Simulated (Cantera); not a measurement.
Mixture: CO : H2 : O2 : N2 : H2O = 1 : 0.34 : 1.49 : 6.25 : 0.92 (molar parts), at 1.01 bar, adiabatic and at constant pressure. Ignition delay is the time to a rise of 400 K.

Computed with Cantera and GRI-Mech 3.0 (53 species, 325 reactions). Below about 950 K walls govern HO2 and H2O2 in real vessels.

**Question.** What does this change do: pressure from 1.01 bar to 2.60 bar?

**Answer.** 
```tsv
quantity	before	after
delay at 948 K	41.2 ms	58.4 ms
delay at 998 K	4.29 ms	14.0 ms
delay at 1048 K	0.665 ms	3.38 ms
delay at 1098 K	0.301 ms	0.724 ms
delay at 1148 K	0.194 ms	0.183 ms
delay at 1198 K	0.144 ms	85.9 µs
```
The hydrogen kinetics of GRI-Mech 3.0 are dated; newer H2 mechanisms differ, most at raised pressure.

**Question.** What does this change do: pressure from 1.01 bar to 0.380 bar?

**Answer.** 
```json
[
 {"quantity": "delay at 948 K", "before": "41.2 ms", "after": "3.55 ms"},
 {"quantity": "delay at 998 K", "before": "4.29 ms", "after": "1.34 ms"},
 {"quantity": "delay at 1048 K", "before": "0.665 ms", "after": "0.819 ms"},
 {"quantity": "delay at 1098 K", "before": "0.301 ms", "after": "0.593 ms"},
 {"quantity": "delay at 1148 K", "before": "0.194 ms", "after": "0.470 ms"},
 {"quantity": "delay at 1198 K", "before": "0.144 ms", "after": "0.397 ms"}
]
```
Where the delays flatten at high temperature, the 400 K rule measures the pace of heat release, not the induction time.
